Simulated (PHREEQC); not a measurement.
Synthetic water in mg/L, 25 °C, pH 2.11, pe 8.4:

| constituent | mg/L |
|---|---|
| Na | 16.1 |
| K | 168 |
| Ca | 242 |
| Mg | 13 |
| Cl | 105 |
| S(6) as SO4 | 1090 |
| Sr | 1.31 |

Cl is adjusted to close the charge balance.
Valence states are taken as typed.

Model: ion-association model, phreeqc.dat, run in PHREEQC.

Task: The ionic strength comes out as 0.0354 mol/kgw. What activity coefficients do Cl-, Mg+2, KSO4-, K+, Ca+2 get?

Result: Cl- 0.84, Mg+2 0.53, KSO4- 0.85, K+ 0.84, Ca+2 0.52.

No solid was allowed to form.
